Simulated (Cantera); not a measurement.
A closed system holds: 1 mol Al₂O₃, 5.4 mol O₂, held at 133 Pa.

Equilibrium computed with Cantera from the NASA thermochemical tables; the gas is ideal and each condensed phase is pure. Candidate condensed phases: Al, Al₂O₃; 9 gas species. Kinetics and transport are ignored. All values below are at 1725 °C.

Base state: O₂ 0.982, O 0.0179 (mole fractions); condensed: Al₂O₃(s).

### Question
What changes in the equilibrium state with this change: pressure from 133 Pa to 10.0 Pa?

### Answer
```tsv
species	before	after
O₂	0.982	0.936
O	0.0179	0.0638
Al₂O₃(s), mol	1.00	1.000
```
